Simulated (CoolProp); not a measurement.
A closed Brayton cycle with nitrogen: compressor inlet 306.15 K and 5.5 MPa, high pressure 10.1 MPa, turbine inlet 770 K, compressor efficiency 0.8, turbine efficiency 0.85, recuperator effectiveness 0.95 (on enthalpy, no pinch check). Each further row changes one setting.

The numbers come from the reference Helmholtz-energy equation of state, Span 2000 in CoolProp.

```
case                           thermal efficiency (%)  net work (kJ/kg)  compressor to turbine work  compressor exit (K)  turbine exit (K)
-----------------------------  ----------------------  ----------------  --------------------------  -------------------  ----------------
as stated                                        27.0              35.7                        0.68                379.4             671.0
turbine inlet 720 K                              23.2        (withheld)                  (withheld)                379.4             626.4
compressor inlet 316.15 K                        25.1              33.0                        0.71                391.7             671.0
high pressure 8.58 MPa                     (withheld)              29.3                  (withheld)           (withheld)        (withheld)
recuperator effectiveness 0.5                    13.0              35.7                        0.68                379.4             671.0
```

**Question.** Complete the blanks.

**Answer.** 
- turbine inlet 720 K, net work (kJ/kg): 28.4
- turbine inlet 720 K, compressor to turbine work: 0.73
- high pressure 8.58 MPa, thermal efficiency (%): 27.7
- high pressure 8.58 MPa, compressor to turbine work: 0.65
- high pressure 8.58 MPa, compressor exit (K): 358.4
- high pressure 8.58 MPa, turbine exit (K): 696.2
